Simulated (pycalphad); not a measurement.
CALPHAD calculation (pycalphad, COST 507 light-alloy database (1999)), 1 atm. No gas phase is included, though pure Mg would boil below 1425 K. The database dates from 1999; later assessments differ in places, in temperatures and in the compounds included. Amounts are mole fractions of atoms.

Give the equilibrium state of Si-0.24Mg (at.%) at 1075 K.

diamond (Si), fraction 0.996, with no Mg at.%; MG2SI, fraction 0.004, with 66.7 Mg at.%.

Give the equilibrium state of Si-0.24Mg (at.%) at 1425 K.


```
T = 1425.00 K, P = 101325 Pa, N = 1 mol of atoms
G = -52783 J/mol, H = 28664 J/mol, S = 57.16 J/(mol K)  (SER reference)
chemical potentials (J/mol): Si -52639, Mg -112299
phase             fraction      x(Si)      x(Mg)
DIAMOND_A4          0.9927     1.0000       none
LIQUID              0.0073     0.6720     0.3280
```

Database names, with the compositions (at.%) that they take in these runs: MG2SI: Mg 67 Si 33. DIAMOND_A4 is diamond (Si). An entry "none" or "no" means that the model of the phase leaves that element out.
